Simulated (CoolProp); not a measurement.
Vapour-liquid equilibrium of sulfur dioxide (1) + toluene (2) at 42.6 kPa; x and y are mole fractions of (1).

Values from CoolProp's multi-fluid Helmholtz-energy mixture model, Gao 2016 and Lemmon 2006; pair parameters Bell 2016.

```csv
x,"bubble temperature, mixture model (°C)","bubble temperature, Raoult's law (°C)","y, mixture model","y, Raoult's law"
0.05,51.0,42.7,0.710,0.801
0.2,10.6,7.2,0.968,0.973
0.35,-5.8,-6.0,0.991,0.991
0.5,-14.7,-13.9,0.996,0.996
0.65,-20.1,-19.4,0.998,0.998
0.8,-23.9,-23.6,0.999,0.999
0.95,-26.9,-26.9,1.000,1.000
```

The largest gap from Raoult's law is +8.3 K in bubble temperature, at x = 0.05. No azeotrope shows between x = 0.05 and 0.95.

The pair parameters rest on a limited set of measurements; away from them the model extrapolates. The gap from Raoult's law changes sign with composition, which may be real or a fault of the pair parameters; it wasn't checked against measurements.
